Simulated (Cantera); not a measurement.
A perfectly stirred reactor is fed with NH3 : N2 = 1 : 26 (molar parts), at 51.0 Torr; it is held at 1723 K, and followed from long to short residence time.

Model: the gas-phase N/H chemistry of the illustrative SiF4/NH3 mechanism in the Surface Chemkin manual (1991), integrated in Cantera. Walls and surfaces, which speed up NH3 decomposition in real reactors, are not modelled.

### Question
What does this change do: NH3 1 to 0.17 parts?

### Answer
```json
[
 {"quantity": "x(NH3) at τ = 2.30 s", "before": "0.0264", "after": "0.00462"},
 {"quantity": "x(N2H2) at τ = 2.30 s", "before": "8.97e-8", "after": "1.50e-8"},
 {"quantity": "x(NH) at τ = 2.30 s", "before": "1.28e-6", "after": "6.86e-7"},
 {"quantity": "x(N2H4) at τ = 2.30 s", "before": "9.39e-10", "after": "1.12e-10"},
 {"quantity": "x(NH2) at τ = 2.30 s", "before": "4.63e-5", "after": "1.60e-5"},
 {"quantity": "x(NH3) at τ = 37.0 ms", "before": "0.0369", "after": "0.00648"},
 {"quantity": "x(N2H2) at τ = 37.0 ms", "before": "4.72e-8", "after": "1.86e-9"},
 {"quantity": "x(NH) at τ = 37.0 ms", "before": "2.89e-7", "after": "5.98e-8"},
 {"quantity": "x(N2H4) at τ = 37.0 ms", "before": "1.15e-9", "after": "4.48e-11"},
 {"quantity": "x(NH2) at τ = 37.0 ms", "before": "5.12e-5", "after": "1.01e-5"}
]
```

### Question
What does this change do: pressure from 51.0 Torr to 11.3 Torr?

### Answer
| quantity | before | after |
|---|---|---|
| x(NH3) at τ = 2.30 s | 0.0264 | 0.0320 |
| x(N2H2) at τ = 2.30 s | 8.97e-8 | 1.99e-7 |
| x(NH) at τ = 2.30 s | 1.28e-6 | 1.71e-6 |
| x(N2H4) at τ = 2.30 s | 9.39e-10 | 5.13e-10 |
| x(NH2) at τ = 2.30 s | 4.63e-5 | 7.29e-5 |
| x(NH3) at τ = 37.0 ms | 0.0369 | 0.0370 |
| x(N2H2) at τ = 37.0 ms | 4.72e-8 | 2.51e-9 |
| x(NH) at τ = 37.0 ms | 2.89e-7 | 3.95e-8 |
| x(N2H4) at τ = 37.0 ms | 1.15e-9 | 1.60e-11 |
| x(NH2) at τ = 37.0 ms | 5.12e-5 | 1.29e-5 |
